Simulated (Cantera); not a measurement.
# Thermodynamics of chemical vapour transport, feed Fe + Cl₂ + H₂

Input: 1 mol Fe, a varied amount of Cl₂, 0.15 mol H₂, equilibrated at 0.680 bar.

Cantera equilibrium calculation (NASA polynomials, part measured and part estimated; ideal gas, pure solids and liquids). Candidate condensed phases: Fe, FeCl₂, FeCl₃; 11 gas species. Mutual solubility and eutectic melting of coexisting phases are not modelled. Rates play no part.

**Question.** Map the stable condensed phases over T = 848, 898, 948, 998, 1048, 1098, 1148, 1198, 1248, 1298, 1348, 1398 K and n(Cl₂) in mol = 0.042, 0.057, 0.076, 0.1, 0.14, 0.18, 0.24, 0.33, 0.44.

**Answer.** 
```
T in K \ n(Cl₂) in mol
         0.042 0.057 0.076   0.1  0.14  0.18  0.24  0.33  0.44
   1398      A     A     A     A     A     A     A     A     A
   1348      A     A     A     A     A     A     A     A     A
   1298      A     A     A     A     A     A     A     A     A
   1248      A     A     A     A     A     A     A     A     A
   1198      A     A     A     A     A     A     A     A     A
   1148      A     A     A     A     A     A     B     B     B
   1098      A     A     A     A     B     B     B     B     B
   1048      A     A     B     B     B     B     B     B     B
    998      B     B     B     B     B     B     B     B     B
    948      B     B     B     B     B     B     B     B     B
    898      B     B     B     B     B     B     B     B     B
    848      B     B     B     B     B     B     B     B     B
```
A: Fe; B: Fe + FeCl₂.
